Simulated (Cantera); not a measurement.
What does this Cantera script print?

```python
import numpy as np
import cantera as ct

gas_names = [...]  # 123 gases of nasa_gas.yaml made of C, H, O, Si
cond_names = """
    C(gr) C6H6(L) C7H8(L) C8H18(L),n-octa H2O(s) H2O(L) Si(cr) Si(L) SiC(b) SiO2(Lqz) SiO2(hqz) SiO2(L)
""".split()


# ... load() reads the species with a 1 bar reference pressure and builds the phases ...
atoms = {
    'SiC': {'Si': 1, 'C': 1},
    'H2O': {'H': 2, 'O': 1},
    'H2': {'H': 2},
}
top_T = {'C(gr)': 4500, 'SiC(b)': 3050}  # K; cautious upper limits of use, not melting points


# ... equilibrate(T, P, feed) seeds the gas with the atoms and calls Mixture.equilibrate('TP', solver="vcs", rtol=1e-11, max_steps=5000) ...
results = []
feed = {'SiC': 1, 'H2O': 0.01, 'H2': 2.9}  # mol
T = 2023.15  # K
P = 10000  # Pa
mix = equilibrate(T, P, feed)
results.append((T, P, feed, dict(zip(mix.species_names, mix.species_moles))))
print(gas.report(threshold=1e-05))
for i in range(1, mix.n_phases):
    print(f"{mix.phase(i).name:16s} {mix.phase_moles(i):12.5e} mol")
```

Output:

```
       temperature   2023.2 K
          pressure   10000 Pa
           density   0.0012694 kg/m^3
  mean mol. weight   2.1352 kg/kmol
   phase of matter   gas

                          1 kg             1 kmol
                     ---------------   ---------------
          enthalpy        2.5671e+07        5.4814e+07  J
   internal energy        1.7793e+07        3.7993e+07  J
           entropy             97711        2.0863e+05  J/K
    Gibbs function       -1.7201e+08       -3.6728e+08  J
 heat capacity c_p             16017             34200  J/K
 heat capacity c_v             12123             25885  J/K

                      mass frac. Y      mole frac. X     chem. pot. / RT
                     ---------------   ---------------   ---------------
                CO          0.025109         0.0019141           -42.874
    C2H2,acetylene        0.00013537        1.1101e-05           -31.788
                 H         0.0028239         0.0059819           -10.915
                H2           0.93486           0.99015            -21.83
                Si         0.0039948        0.00030372           -6.5811
               SiH        0.00083721        6.1446e-05           -17.496
              SiH2        0.00089958        6.3812e-05           -28.411
               SiO          0.030948          0.001499           -44.476
     [ +115 minor]        0.00039183         1.655e-05

C(gr)             0.00000e+00 mol
Si(L)             0.00000e+00 mol
SiC(b)            9.94285e-01 mol
SiO2(L)           0.00000e+00 mol
```

Equilibrium computed with Cantera from the NASA thermochemical tables; the gas is ideal and each condensed phase is pure. Gases not in the tables: Si2H6 and higher silanes.
